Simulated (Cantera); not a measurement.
Feed: 1 mol H2S, 0.031 mol SO2, 3.9 mol N2, held at 1.00 bar.

These are equilibrium values from Cantera (NASA tables, ideal gas, pure condensed phases), not measurements of a reactor. Candidate condensed phases: H2O, H2SO4, S; 60 gas species. Ions and electrons are included (thermal ionisation). The numbers say what is thermodynamically allowed, not how fast it happens.

x: gas mole fraction; nothing condenses.

```csv
T (K),x N2,x H,x H2,x S,x S2,x H2S,x N,x SH,x H2O
2000,0.728,0.000624,0.147,0.000896,0.0794,0.0245,7.70e-10,0.00773,0.0110
2500,0.714,[?],0.153,[?],0.0736,[?],[?],[?],[?]
3000,0.679,[?],[?],[?],[?],[?],[?],[?],[?]
3500,0.620,0.157,0.0706,0.111,0.0156,0.000507,0.000174,0.0156,0.00116
4000,0.577,0.243,0.0232,0.137,0.00360,5.43e-5,0.00135,0.00583,0.000143
4500,0.558,0.273,0.00625,0.144,0.000907,5.41e-6,0.00672,0.00192,1.01e-5
5000,0.540,0.279,0.00188,0.144,0.000280,7.09e-7,0.0244,0.000702,8.51e-7
```

### Question
Some entries are withheld; supply them.

### Answer

- 2500, x H: 0.00982
- 2500, x S: 0.0119
- 2500, x H2S: 0.00824
- 2500, x N: 2.47e-7
- 2500, x SH: 0.0184
- 2500, x H2O: 0.00815
- 3000, x H: 0.0563
- 3000, x H2: 0.127
- 3000, x S: 0.0544
- 3000, x S2: 0.0462
- 3000, x H2S: 0.00264
- 3000, x N: 1.15e-5
- 3000, x SH: 0.0238
- 3000, x H2O: 0.00390
